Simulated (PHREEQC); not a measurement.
A PHREEQC input (ion-association model, phreeqc.dat):

```
SOLUTION 1
  temp 80
  units mg/kgw
  pH 12.5
  pe 0
  Na 0.241
  K 0.00842
  Ca 0.692
  Mg 0.156
  Cl 0.56
  S(6) 0.982 as SO4
  Alkalinity 1.25 as HCO3
  Sr 0.00183
  Si 0.00159 as SiO2
  Zn 0.000858
  B 0.014
  Ba 0.0074
END
USE solution 1
EQUILIBRIUM_PHASES 1
  Gypsum 0 0
  Quartz 0 0.5
  CO2(g) -3.4 10
END
```

It stops with these messages:

```
WARNING: Maximum iterations exceeded, 100
WARNING: Maximum iterations exceeded, 100
WARNING: The program has failed to converge to a numerical solution.
ERROR:           Alkalinity has not converged. Total: 2.048539e-05	Calculated: 1.350309e+00	Residual: -1.350288e+00
ERROR: Is non-carbonate alkalinity greater than total alkalinity?
ERROR:                    B has not converged. Total: 1.295097e-06	Calculated: 1.522042e-06	Residual: -2.269446e-07
ERROR:                   Ba has not converged. Total: 5.388088e-08	Calculated: 1.420863e-07	Residual: -8.820540e-08
ERROR:                   Ca has not converged. Total: 1.726547e-05	Calculated: 3.776965e-05	Residual: -2.050418e-05
ERROR:                   Cl has not converged. Total: 1.579556e-05	Calculated: 2.544947e-05	Residual: -9.653911e-06
ERROR:                    K has not converged. Total: 2.153343e-07	Calculated: 3.506834e-07	Residual: -1.353491e-07
ERROR:                   Mg has not converged. Total: 6.416584e-06	Calculated: 7.809000e-06	Residual: -1.392416e-06
ERROR:                   Na has not converged. Total: 1.048291e-05	Calculated: 1.543416e-05	Residual: -4.951248e-06
ERROR:                 S(6) has not converged. Total: 1.022235e-05	Calculated: 2.801001e-05	Residual: -1.778766e-05
ERROR:                   Si has not converged. Total: 2.646282e-08	Calculated: 6.061992e-08	Residual: -3.415710e-08
ERROR:                   Sr has not converged. Total: 2.088564e-08	Calculated: 4.713059e-08	Residual: -2.624495e-08
ERROR:                   Zn has not converged. Total: 1.312529e-08	Calculated: 1.957658e-08	Residual: -6.451289e-09
ERROR:                   Mu Ionic strength has not converged. 	Residual: -1.808472e-01
ERROR:               A(H2O) Activity of water has not converged. 	Residual: 2.295496e-02
ERROR: Model failed to converge for initial solution  1.
```

**Question.** What went wrong, and how is it mended?

**Answer.** The fault: pH typed as 12.5 with the alkalinity kept. The line should read `pH 6.67` where the input has `pH 12.5`. With the mend the run ends at pH 6.85 and ionic strength 9.12e-5 mol/kgw.
